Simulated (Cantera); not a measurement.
Input (Python, Cantera):

```python
import numpy as np
import cantera as ct

gas = ct.Solution("gri30.yaml")
gas.TPX = 1000, 1000000, {'CH4': 1, 'H2': 0.031, 'O2': 2.4, 'N2': 19.7}
reactor = ct.IdealGasReactor(gas, energy="on", clone=False)
net = ct.ReactorNet([reactor])
net.rtol, net.atol = 1e-08, 1e-16
show = ['CH4', 'H2', 'O2', 'NO', 'CO2', 'NO2', 'CH2']
times = np.geomspace(7e-06, 2, 14)

steps = ct.SolutionArray(gas, extra=["t"])
rows = []
print(f"{'t/s':>10s}{'T/K':>9s}{'P/Pa':>11s}" + "".join(f"{s:>11s}" for s in show))
for t in times:
    while net.time < t:
        t_next = net.step()
        steps.append(gas.state, t=t_next)
    rows.append([np.interp(t, steps.t, y) for y in (steps.T, steps.P, *steps(*show).X.T)])
    print(f"{t:10.3e}{rows[-1][0]:9.1f}{rows[-1][1]:11.4g}" + "".join(f"{x:11.3e}" for x in rows[-1][2:]))
rate = np.gradient(steps.T, steps.t)
print("integrator steps:", len(steps.t))
if steps.T.max() > steps.T[0] + 200:
    print(f"time of steepest temperature rise: {steps.t[rate.argmax()]:.4e} s")
gas.TPX = 1000, 1000000, {'CH4': 1, 'H2': 0.031, 'O2': 2.4, 'N2': 19.7}
gas.equilibrate("UV")
print(f"equilibrium (UV): T = {gas.T:.1f} K  " + "  ".join(f"{s} {gas[s].X[0]:.3e}" for s in show))
```

Result:

```
       t/s      T/K       P/Pa        CH4         H2         O2         NO        CO2        NO2        CH2
 7.000e-06   1000.0      1e+06  4.323e-02  1.340e-03  1.038e-01  1.644e-25  2.946e-20  2.287e-32  2.989e-22
 1.840e-05   1000.0      1e+06  4.323e-02  1.340e-03  1.038e-01  6.188e-25  3.875e-19  5.198e-31  1.658e-21
 4.836e-05   1000.0      1e+06  4.323e-02  1.340e-03  1.038e-01  2.798e-24  5.936e-18  1.470e-29  1.026e-20
 1.271e-04   1000.0      1e+06  4.323e-02  1.340e-03  1.038e-01  1.535e-23  9.710e-17  5.337e-28  6.489e-20
 3.341e-04   1000.0      1e+06  4.323e-02  1.340e-03  1.038e-01  9.694e-23  1.586e-15  2.413e-26  3.999e-19
 8.781e-04   1000.0      1e+06  4.323e-02  1.340e-03  1.038e-01  6.827e-22  2.571e-14  1.317e-24  2.525e-18
 2.308e-03   1000.0      1e+06  4.323e-02  1.340e-03  1.038e-01  6.779e-21  5.811e-13  1.026e-22  2.740e-17
 6.066e-03   1000.0      1e+06  4.323e-02  1.339e-03  1.038e-01  3.060e-19  4.806e-11  3.829e-20  1.247e-15
 1.594e-02   1000.4      1e+06  4.319e-02  1.331e-03  1.037e-01  1.425e-17  4.241e-09  2.070e-17  2.153e-14
 4.191e-02   1005.4  1.005e+06  4.274e-02  1.300e-03  1.033e-01  2.073e-16  3.626e-07  1.354e-15  3.363e-13
 1.101e-01   2196.2  2.196e+06  1.222e-19  1.673e-04  1.551e-02  2.208e-03  4.280e-02  3.593e-06  2.580e-20
 2.895e-01   2192.7  2.193e+06  1.211e-19  1.671e-04  1.491e-02  3.415e-03  4.280e-02  5.470e-06  2.443e-20
 7.609e-01   2192.7  2.193e+06  1.210e-19  1.671e-04  1.489e-02  3.447e-03  4.280e-02  5.520e-06  2.439e-20
 2.000e+00   2192.7  2.193e+06  1.210e-19  1.671e-04  1.489e-02  3.447e-03  4.280e-02  5.520e-06  2.439e-20
integrator steps: 2387
time of steepest temperature rise: 5.9106e-02 s
equilibrium (UV): T = 2192.7 K  CH4 1.707e-19  H2 1.671e-04  O2 1.489e-02  NO 3.447e-03  CO2 4.280e-02  NO2 5.520e-06  CH2 3.778e-20
```

Computed with Cantera and GRI-Mech 3.0 (53 species, 325 reactions).
